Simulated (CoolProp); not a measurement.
Oxygen along the isobar 26 MPa: fugacity coefficient from the reference equation and from simpler models built on Tc = -118.6 °C, pc = 5.046 MPa, ω = 0.022; each cubic takes its own stable root.

The numbers come from the reference Helmholtz-energy equation of state, Schmidt 1985 in CoolProp. Above 300 K oxygen's equation is extrapolated.

```json
[
 {"T (°C)": "-207.05", "phase": "liquid", "reference": "0.0003716", "van der Waals": "0.009534", "Redlich-Kwong": "0.0001216", "Soave-Redlich-Kwong": "0.0003430"},
 {"T (°C)": "-164.75", "phase": "liquid", "reference": "0.03930", "van der Waals": "0.1074", "Redlich-Kwong": "0.03643", "Soave-Redlich-Kwong": "0.03946"},
 {"T (°C)": "-122.55", "phase": "liquid", "reference": "0.2224", "van der Waals": "(withheld)", "Redlich-Kwong": "0.2305", "Soave-Redlich-Kwong": "0.2304"},
 {"T (°C)": "-80.25", "phase": "supercritical", "reference": "(withheld)", "van der Waals": "0.4986", "Redlich-Kwong": "0.4991", "Soave-Redlich-Kwong": "(withheld)"},
 {"T (°C)": "-38.05", "phase": "supercritical", "reference": "0.7094", "van der Waals": "0.6676", "Redlich-Kwong": "(withheld)", "Soave-Redlich-Kwong": "0.7338"},
 {"T (°C)": "4.25", "phase": "supercritical", "reference": "0.8510", "van der Waals": "(withheld)", "Redlich-Kwong": "0.8413", "Soave-Redlich-Kwong": "0.8775"},
 {"T (°C)": "46.55", "phase": "supercritical", "reference": "0.9375", "van der Waals": "0.8724", "Redlich-Kwong": "0.9219", "Soave-Redlich-Kwong": "0.9639"},
 {"T (°C)": "88.75", "phase": "supercritical", "reference": "0.9909", "van der Waals": "0.9277", "Redlich-Kwong": "0.9714", "Soave-Redlich-Kwong": "1.016"}
]
```

Q: Fill in the missing entries.

A: 
- -122.55, van der Waals: 0.2953
- -80.25, reference: 0.4893
- -80.25, Soave-Redlich-Kwong: 0.5084
- -38.05, Redlich-Kwong: 0.7087
- 4.25, van der Waals: 0.7898
